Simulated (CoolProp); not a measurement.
Vapour-liquid equilibrium of cyclopentane (1) + octamethylcyclotetrasiloxane (D4) (2) at 435.2 K; x and y are mole fractions of (1).

Values from CoolProp's multi-fluid Helmholtz-energy mixture model, Gedanitz 2015 and Thol 2015; pair parameters Bell 2016.

| x | bubble pressure (bar) | y at the bubble point | dew pressure at overall composition x (bar) | liquid density (mol/L) |
|---|---|---|---|---|
| 0.05 | 1.070 | 0.355 | 0.7416 | ___ |
| 0.15 | 1.874 | 0.655 | 0.8250 | 2.987 |
| 0.25 | 2.789 | 0.786 | 0.9288 | 3.258 |
| 0.35 | 3.830 | 0.860 | 1.062 | 3.574 |
| 0.45 | 5.015 | 0.905 | 1.238 | ___ |
| 0.55 | ___ | 0.937 | 1.484 | 4.388 |
| 0.65 | 7.881 | 0.959 | ___ | 4.924 |
| 0.75 | 9.594 | 0.975 | 2.456 | ___ |
| 0.85 | 11.49 | 0.988 | 3.652 | 6.424 |
| 0.95 | 13.51 | 0.997 | 7.188 | 7.520 |

Problem. What belongs in the gaps?

Solution. 
- 0.05, liquid density (mol/L): 2.751
- 0.45, liquid density (mol/L): 3.945
- 0.55, bubble pressure (bar): 6.359
- 0.65, dew pressure at overall composition x (bar): 1.851
- 0.75, liquid density (mol/L): 5.586

No azeotrope shows between x = 0.05 and 0.95.

The pair parameters rest on a limited set of measurements; away from them the model extrapolates.
